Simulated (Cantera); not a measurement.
Input: 1 mol Al2O3, 10 mol H2, at 57000 Pa.

Method: chemical equilibrium by Gibbs-energy minimisation in Cantera with the NASA 1993 tables (ideal gas, pure condensed phases). Candidate condensed phases: Al, Al2O3, H2O; 19 gas species. Kinetics and transport are ignored. All values below are at 1700 K.

Base state: H2 1.000, H 0.000195 (mole fractions); condensed: Al2O3(s).

Problem. What changes in the equilibrium state with this change: Al2O3 replaced by Fe2O3?

Solution. 
| species | before | after |
|---|---|---|
| H2 | 1.000 | 0.700 |
| H2O | 4.87e-6 | 0.300 |
| H | 0.000195 | 0.000163 |
| Fe(OH)2 | 0 | 2.17e-5 |
| Fe | 0 | 1.10e-5 |
| Al2O3(s), mol | 1.000 | 0 |
| Fe(δ), mol | 0 | 2.00 |
Further candidate phases: Fe, FeO, Fe(OH)2, Fe(OH)3, Fe2O3, Fe3O4.
